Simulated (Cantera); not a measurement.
Cantera run, input and output.

```python
import numpy as np
import cantera as ct

gas = ct.Solution("gri30.yaml")
gas.TPX = 625, 13332, {'CH4': 1, 'CO': 0.21, 'O2': 1.5, 'N2': 7.22, 'H2O': 1.2}
flame = ct.FreeFlame(gas, width=0.16)
flame.set_refine_criteria(ratio=3, slope=0.08, curve=0.16)
flame.transport_model = "mixture-averaged"
flame.solve(loglevel=0, auto=True)
z, T = flame.grid, flame.T
thick = (T[-1] - T[0]) / np.gradient(T, z).max()
show = ['CH4', 'CO', 'O2', 'C2H', 'CH2', 'H2O']
print(f"laminar burning velocity  {flame.velocity[0] * 100:.3f} cm/s")
print(f"burnt temperature         {T[-1]:.1f} K")
print(f"thermal thickness         {thick * 1e3:.4f} mm")
print(f"grid points               {len(z)}")
z0 = z[flame.heat_release_rate.argmax()]
print(f"{'z/mm':>9s}{'T/K':>9s}{'u/(m/s)':>9s}" + "".join(f"{s:>11s}" for s in show))
rows = []
for k in (-3, -2, -1.5, -1, -0.5, -0.25, 0, 0.25, 0.5, 1, 2, 4, 8):
    zz = z0 + k * thick
    rows.append([k * thick, np.interp(zz, z, T), np.interp(zz, z, flame.velocity),
                 *(np.interp(zz, z, flame.X[gas.species_index(s)]) for s in show)])
    print(f"{rows[-1][0] * 1e3:9.3f}{rows[-1][1]:9.1f}{rows[-1][2]:9.3f}" + "".join(f"{x:11.3e}" for x in rows[-1][3:]))
```

Result:

```
laminar burning velocity  74.036 cm/s
burnt temperature         1859.8 K
thermal thickness         3.6927 mm
grid points               141
     z/mm      T/K  u/(m/s)        CH4         CO         O2        C2H        CH2        H2O
  -11.078    625.4    0.743  8.950e-02  1.881e-02  1.343e-01  3.007e-23  3.410e-17  1.075e-01
   -7.385    629.7    0.752  8.870e-02  1.879e-02  1.334e-01  5.481e-20  4.230e-14  1.075e-01
   -5.539    645.0    0.775  8.709e-02  1.902e-02  1.318e-01  1.038e-17  5.930e-12  1.087e-01
   -3.693    724.8    0.880  8.079e-02  2.101e-02  1.256e-01  6.205e-15  8.502e-10  1.163e-01
   -1.846   1058.4    1.308  5.528e-02  3.353e-02  9.694e-02  5.263e-11  2.131e-07  1.479e-01
   -0.923   1353.4    1.690  3.069e-02  4.843e-02  6.549e-02  6.783e-09  6.200e-06  1.770e-01
    0.000   1619.0    2.037  8.797e-03  6.336e-02  3.092e-02  1.793e-07  3.745e-05  2.049e-01
    0.923   1745.5    2.198  1.139e-03  6.600e-02  1.059e-02  3.519e-07  2.575e-05  2.187e-01
    1.846   1779.9    2.235  9.874e-05  6.112e-02  3.434e-03  1.290e-07  4.549e-06  2.216e-01
    3.693   1794.3    2.244  8.815e-07  5.389e-02  8.135e-04  7.053e-09  8.762e-08  2.193e-01
    7.385   1803.3    2.250  2.079e-09  5.038e-02  5.096e-04  4.987e-11  4.110e-10  2.172e-01
   14.771   1813.5    2.261  2.054e-12  5.002e-02  4.018e-04  5.002e-14  4.048e-13  2.175e-01
   29.541   1827.3    2.276  7.400e-15  5.032e-02  2.747e-04  7.898e-18  8.216e-16  2.186e-01
```

Detailed kinetics in Cantera: GRI-Mech 3.0 (53 species, 325 reactions). Burning velocities carry a grid error of a few per cent, more on coarse grids.
